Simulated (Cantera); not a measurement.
Input: 1 mol SiHCl3, 3.6 mol HCl, 450 mol H2, held at 2273 K.

These are equilibrium values from Cantera (NASA tables, ideal gas, pure condensed phases), not measurements of a reactor. Candidate condensed phases: Si; 19 gas species. The tables' values for SiCl are old estimates; treat these amounts as uncertain. Gases not in the tables: Si2H6 and higher silanes. Kinetics and transport are ignored.

Q: At 1.00 bar, list the 6 most abundant gas species with their mole fractions, and the condensed phases.

A: H2 0.976, HCl 0.0136, H 0.00830, Si 0.000731, SiH2 0.000405, SiCl2 0.000338. Condensed: Si(l).
